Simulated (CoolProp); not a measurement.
Vapour-liquid equilibrium of trans-2-butene (1) + acetone (2) at 12.3 bar; x and y are mole fractions of (1).

Values from CoolProp's multi-fluid Helmholtz-energy mixture model, Lemmon 2005 and Lemmon 2006; pair parameters Bell 2016.

```json
[
 {"x": "0.05", "bubble temperature, mixture model (°C)": "144.8", "bubble temperature, Raoult's law (°C)": "148.4", "y, mixture model": "0.167", "y, Raoult's law": "0.145"},
 {"x": "0.15", "bubble temperature, mixture model (°C)": "129.7", "bubble temperature, Raoult's law (°C)": "138.7", "y, mixture model": "0.417", "y, Raoult's law": "0.371"},
 {"x": "0.25", "bubble temperature, mixture model (°C)": "118.4", "bubble temperature, Raoult's law (°C)": "130.3", "y, mixture model": "0.572", "y, Raoult's law": "0.536"},
 {"x": "0.35", "bubble temperature, mixture model (°C)": "110.6", "bubble temperature, Raoult's law (°C)": "122.9", "y, mixture model": "0.668", "y, Raoult's law": "0.659"},
 {"x": "0.45", "bubble temperature, mixture model (°C)": "105.0", "bubble temperature, Raoult's law (°C)": "116.3", "y, mixture model": "0.733", "y, Raoult's law": "0.752"},
 {"x": "0.55", "bubble temperature, mixture model (°C)": "101.0", "bubble temperature, Raoult's law (°C)": "110.4", "y, mixture model": "0.781", "y, Raoult's law": "0.824"},
 {"x": "0.65", "bubble temperature, mixture model (°C)": "97.8", "bubble temperature, Raoult's law (°C)": "105.1", "y, mixture model": "0.822", "y, Raoult's law": "0.880"},
 {"x": "0.75", "bubble temperature, mixture model (°C)": "95.1", "bubble temperature, Raoult's law (°C)": "100.3", "y, mixture model": "0.862", "y, Raoult's law": "0.924"},
 {"x": "0.85", "bubble temperature, mixture model (°C)": "92.8", "bubble temperature, Raoult's law (°C)": "95.9", "y, mixture model": "0.907", "y, Raoult's law": "0.959"},
 {"x": "0.95", "bubble temperature, mixture model (°C)": "90.8", "bubble temperature, Raoult's law (°C)": "91.8", "y, mixture model": "0.964", "y, Raoult's law": "0.988"}
]
```

The largest gap from Raoult's law is -12.3 K in bubble temperature, at x = 0.35. No azeotrope shows between x = 0.05 and 0.95.

Pair parameters are fitted to limited data, so mixtures are less certain than the pure fluids.
